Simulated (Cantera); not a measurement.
Input: 1 mol S, 0.039 mol SO2, 0.86 mol N2, 0.066 mol H2O, at 0.000280 bar.

Equilibrium computed with Cantera from the NASA thermochemical tables; the gas is ideal and each condensed phase is pure. Candidate condensed phases: H2O, H2SO4, S; 60 gas species. Ions and electrons are included (thermal ionisation). Equilibrium is a limit: real reactors are often held back by kinetics, nucleation or transport. All values below are at 2000 K.

Base state: N2 0.540, S2 0.240, S 0.0931, SO 0.0605, H2 0.0273, H 0.0161, SO2 0.0132, SH 0.00578 (mole fractions); condensed: gas only.

Question: What changes in the equilibrium state with this change: SO2 from 0.039 to 0.13 mol?

Answer: 
```csv
species,before,after
N2,0.540,0.505
S2,0.240,0.213
SO,0.0605,0.104
SO2,0.0132,0.0411
H2,0.0273,0.0237
H,0.0161,0.0150
S,0.0931,0.0877
O2,3.74e-6,1.24e-5
O,7.73e-5,0.000141
NO,2.68e-5,4.71e-5
```
